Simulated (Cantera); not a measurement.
Feed: 1 mol Si, 1.1 mol F₂, 3.4 mol H₂, 1.8 mol Cl₂, at 9.30 mbar.

Equilibrium computed with Cantera from the NASA thermochemical tables; the gas is ideal and each condensed phase is pure. Candidate condensed phases: Si; 37 gas species. The tables' values for SiCl₃, SiF₃, SiF₂ are old estimates; treat these amounts as uncertain. Kinetics and transport are ignored. All values below are at 925 °C.

Base state: H₂ 0.457, HCl 0.354, SiF₄ 0.101, SiCl₄ 0.0721, SiCl₃ 0.00556, SiCl₂ 0.00379, SiHCl₃ 0.00251, HF 0.00123 (mole fractions); condensed: gas only.

Q: What changes in the equilibrium state with this change: pressure from 9.30 mbar to 1.33 mbar?

A: 
```
species   before     after
-------  -------  --------
H₂         0.457     0.435
HCl        0.354     0.379
SiF₄       0.101    0.0983
SiCl₄     0.0721    0.0541
SiCl₂    0.00379    0.0165
SiCl₃    0.00556    0.0101
SiF₂     1.50e-5   7.45e-5
SiF₃     0.00117   0.00258
SiH₂Cl₂  1.14e-5   6.76e-6
SiHCl₃   0.00251   0.00167
SiHF₃    0.00121  0.000979
```
